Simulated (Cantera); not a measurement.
Input: 1 mol HMDSO, 0.13 mol NO, 42 mol N2, held at 1330 Pa.

Equilibrium computed with Cantera from the NASA thermochemical tables; the gas is ideal and each condensed phase is pure. Candidate condensed phases: C, C6H6, C7H8, C8H18, H2O, Si, SiC, SiO2, Si2N2O, Si3N4; 151 gas species. The feed counts by its element totals alone. Rates play no part.

Which condensed phases are stable at each of these points (T (°C)): 500, 650, 800, 950, 1100, 1250, 1400, 1550, 1700, 1850?


```
T (°C)                          condensed phases  Si condensed (%)
------  ----------------------------------------  ----------------
500     C(graphite) + SiO2(α-quartz) + Si2N2O(s)             100.0
650     C(graphite) + SiO2(β-quartz) + Si2N2O(s)             100.0
800                      C(graphite) + Si2N2O(s)             100.0
950                      C(graphite) + Si2N2O(s)             100.0
1100                     C(graphite) + Si2N2O(s)             100.0
1250                        C(graphite) + SiC(s)              99.9
1400                        C(graphite) + SiC(s)              99.8
1550                        C(graphite) + SiC(s)              99.6
1700                        C(graphite) + SiC(s)              99.2
1850                        C(graphite) + SiC(s)              95.9
```

At 500 °C the condensed part is C(graphite) + SiO2(α-quartz) + Si2N2O(s). At 650 °C the condensed part is C(graphite) + SiO2(β-quartz) + Si2N2O(s). From 800 °C to 1100 °C the condensed part is C(graphite) + Si2N2O(s). From 1250 °C to 1850 °C the condensed part is C(graphite) + SiC(s).
